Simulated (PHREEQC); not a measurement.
Solution (25 °C): 0.002 mol/kgw NaHCO3. Closed to the air; pH follows from the charge balance.

The numbers come from PHREEQC with the ion-association model, wateq4f.dat.

Each row changes one thing in this solution. This is a speciation only: nothing precipitates in the calculation.

```tsv
case	pH	ionic strength (mol/kgw)	CO2 (mol/kgw)	CO3-2 (mol/kgw)	NaHCO3 (mol/kgw)	NaCO3- (mol/kgw)	SI of Nahcolite (NaHCO3)	SI of Natron (Na2CO3:10H2O)
as made	8.27	0.00202	2.24e-5	1.98e-5	1.99e-6	6.06e-7	-4.90	-8.92
diluted 5-fold with water	8.23	0.000403	5.08e-6	3.33e-6	8.41e-8	2.26e-8	-6.28	-11.02
diluted 2-fold with water	8.27	0.00101	1.15e-5	9.43e-6	5.12e-7	1.52e-7	-5.49	-9.81
NaHCO3 from 0.002 to 0.0022 mol/kgw	8.27	0.00222	2.46e-5	2.19e-5	2.40e-6	7.31e-7	-4.82	-8.80
diluted 10-fold with water	8.17	0.000201	2.93e-6	1.42e-6	2.13e-8	4.97e-9	-6.87	-11.98
NaHCO3 from 0.002 to 0.0002 mol/kgw	8.17	0.000201	2.93e-6	1.42e-6	2.13e-8	4.97e-9	-6.87	-11.98
```

Species that the database lacks are ignored.
